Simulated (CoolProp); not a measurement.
Vapour-liquid equilibrium of R134a (1) + n-butane (2) at 9.45 °C; x and y are mole fractions of (1).

Computed with CoolProp (multi-fluid Helmholtz-energy mixture model, Tillner-Roth 1994 and Bücker 2006; pair parameters Bell 2016).

```json
[
 {"x": "0.05", "bubble pressure, mixture model (MPa)": "(withheld)", "bubble pressure, Raoult's law (MPa)": "0.1587", "y, mixture model": "0.386", "y, Raoult's law": "0.128"},
 {"x": "0.2", "bubble pressure, mixture model (MPa)": "(withheld)", "bubble pressure, Raoult's law (MPa)": "0.1979", "y, mixture model": "(withheld)", "y, Raoult's law": "0.411"},
 {"x": "0.35", "bubble pressure, mixture model (MPa)": "0.4129", "bubble pressure, Raoult's law (MPa)": "0.2371", "y, mixture model": "(withheld)", "y, Raoult's law": "0.601"},
 {"x": "0.5", "bubble pressure, mixture model (MPa)": "(withheld)", "bubble pressure, Raoult's law (MPa)": "0.2763", "y, mixture model": "0.717", "y, Raoult's law": "0.737"},
 {"x": "0.65", "bubble pressure, mixture model (MPa)": "(withheld)", "bubble pressure, Raoult's law (MPa)": "0.3155", "y, mixture model": "0.743", "y, Raoult's law": "0.838"},
 {"x": "0.8", "bubble pressure, mixture model (MPa)": "0.4430", "bubble pressure, Raoult's law (MPa)": "0.3548", "y, mixture model": "(withheld)", "y, Raoult's law": "0.918"},
 {"x": "0.95", "bubble pressure, mixture model (MPa)": "0.4255", "bubble pressure, Raoult's law (MPa)": "0.3940", "y, mixture model": "0.918", "y, Raoult's law": "0.982"}
]
```

Task: Some entries are withheld; supply them.

Result: 
- 0.05, bubble pressure, mixture model (MPa): 0.2332
- 0.2, bubble pressure, mixture model (MPa): 0.3688
- 0.2, y, mixture model: 0.636
- 0.35, y, mixture model: 0.692
- 0.5, bubble pressure, mixture model (MPa): 0.4290
- 0.65, bubble pressure, mixture model (MPa): 0.4385
- 0.8, y, mixture model: 0.793

The largest gap from Raoult's law is +86.4 % in bubble pressure, at x = 0.2. y crosses x between x = 0.65 and 0.8: the model has an azeotrope there.

The pair parameters rest on a limited set of measurements; away from them the model extrapolates. With so large a gap from Raoult's law the liquid may split in two, which this calculation doesn't test in full.
